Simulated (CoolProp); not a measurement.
n-nonane at several states: fugacity coefficient from the reference equation and from simpler models built on Tc = 594.5 K, pc = 2.282 MPa, ω = 0.443; each cubic takes its own stable root.

Values from CoolProp's reference Helmholtz-energy equation of state, Lemmon 2006. It is a short technical equation, of lower accuracy than the large ones.

```json
[
 {"T (K)": "270.4", "p (MPa)": "0.0393", "phase": "liquid", "reference": "0.002065", "van der Waals": "0.8053", "Redlich-Kwong": "0.03189", "Soave-Redlich-Kwong": "…", "Peng-Robinson": "…"},
 {"T (K)": "461.6", "p (MPa)": "0.23", "phase": "gas", "reference": "…", "van der Waals": "0.9458", "Redlich-Kwong": "0.9306", "Soave-Redlich-Kwong": "…", "Peng-Robinson": "…"},
 {"T (K)": "356", "p (MPa)": "5.48", "phase": "liquid", "reference": "0.002801", "van der Waals": "0.06043", "Redlich-Kwong": "…", "Soave-Redlich-Kwong": "0.002937", "Peng-Robinson": "…"}
]
```

### Question
Some entries are withheld; supply them.

### Answer

- 270.4, Soave-Redlich-Kwong: 0.002046
- 270.4, Peng-Robinson: 0.002426
- 461.6, reference: 0.9096
- 461.6, Soave-Redlich-Kwong: 0.9194
- 461.6, Peng-Robinson: 0.9151
- 356, Redlich-Kwong: 0.01250
- 356, Peng-Robinson: 0.002921
